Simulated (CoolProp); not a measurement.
Vapour-liquid equilibrium of R134a (1) + methanol (2) at 0.0108 MPa; x and y are mole fractions of (1).

Model: multi-fluid Helmholtz-energy mixture model, Tillner-Roth 1994 and de Reuck 1993; pair parameters Bell 2016, in CoolProp.

```csv
x,bubble temperature (°C),y at the bubble point,dew temperature at overall composition x (°C),liquid density (mol/L)
0.05,-43.0,0.986,(withheld),25.64
0.2,(withheld),0.997,12.6,23.59
0.35,-59.8,0.998,9.1,21.46
0.5,-60.6,0.998,4.7,19.55
0.65,(withheld),0.998,-1.0,17.86
0.8,-63.2,0.999,-9.5,16.36
0.95,(withheld),1.000,-28.2,15.02
```

### Question
Fill in the missing entries.

### Answer

- 0.05, dew temperature at overall composition x (°C): 15.6
- 0.2, bubble temperature (°C): -57.7
- 0.65, bubble temperature (°C): -61.7
- 0.95, bubble temperature (°C): -65.1

No azeotrope shows between x = 0.05 and 0.95.

Pair parameters are fitted to limited data, so mixtures are less certain than the pure fluids. With so large a gap from Raoult's law the liquid may split in two, which this calculation doesn't test in full.
